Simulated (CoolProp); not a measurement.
Values from CoolProp's reference Helmholtz-energy equation of state, Smukala 2000.

**Question.** For ethylene, give the phase and the cp (kJ/(kg K)), speed of sound (m/s), Joule-Thomson coefficient (K/MPa) at 272.4 K and 25.2 MPa.

**Answer.** 
- 272.4 K and 25.2 MPa: liquid; cp 2.54, speed of sound 893, Joule-Thomson coefficient -0.136
